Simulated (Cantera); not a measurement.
## Reactions in the system H-N-O-Zr

Cantera with NASA thermochemical tables; ideal gases at 1 bar, condensed phases pure. Values are per mole of reaction as written; species without (g) are pure solids or liquids, kept so even where they would boil at 1 bar. ZrN: taken at fixed stoichiometry.

2 OH(g) + ZrN ⇌ ZrO2 + N(g) + 2 H(g)

```json
[
 {"T (K)": "1300", "ΔH° (kJ)": "121.4", "ΔS° (J/K)": "61.1", "ΔG° (kJ)": "42.0", "log10 K": "-1.69", "condensed phases": "ZrN(s), ZrO2(monoclinic)"},
 {"T (K)": "1375", "ΔH° (kJ)": "123.0", "ΔS° (J/K)": "62.3", "ΔG° (kJ)": "37.4", "log10 K": "-1.42", "condensed phases": "ZrN(s), ZrO2(monoclinic)"},
 {"T (K)": "1450", "ΔH° (kJ)": "124.5", "ΔS° (J/K)": "63.4", "ΔG° (kJ)": "32.6", "log10 K": "-1.18", "condensed phases": "ZrN(s), ZrO2(monoclinic)"},
 {"T (K)": "1525", "ΔH° (kJ)": "131.7", "ΔS° (J/K)": "68.2", "ΔG° (kJ)": "27.7", "log10 K": "-0.95", "condensed phases": "ZrN(s), ZrO2(tetragonal)"},
 {"T (K)": "1600", "ΔH° (kJ)": "132.7", "ΔS° (J/K)": "68.9", "ΔG° (kJ)": "22.5", "log10 K": "-0.74", "condensed phases": "ZrN(s), ZrO2(tetragonal)"},
 {"T (K)": "1675", "ΔH° (kJ)": "133.6", "ΔS° (J/K)": "69.4", "ΔG° (kJ)": "17.3", "log10 K": "-0.54", "condensed phases": "ZrN(s), ZrO2(tetragonal)"},
 {"T (K)": "1750", "ΔH° (kJ)": "134.5", "ΔS° (J/K)": "69.9", "ΔG° (kJ)": "12.1", "log10 K": "-0.36", "condensed phases": "ZrN(s), ZrO2(tetragonal)"},
 {"T (K)": "1825", "ΔH° (kJ)": "135.2", "ΔS° (J/K)": "70.3", "ΔG° (kJ)": "6.8", "log10 K": "-0.20", "condensed phases": "ZrN(s), ZrO2(tetragonal)"},
 {"T (K)": "1900", "ΔH° (kJ)": "135.9", "ΔS° (J/K)": "70.7", "ΔG° (kJ)": "1.6", "log10 K": "-0.04", "condensed phases": "ZrN(s), ZrO2(tetragonal)"},
 {"T (K)": "1975", "ΔH° (kJ)": "136.5", "ΔS° (J/K)": "71.0", "ΔG° (kJ)": "-3.8", "log10 K": "0.10", "condensed phases": "ZrN(s), ZrO2(tetragonal)"}
]
```
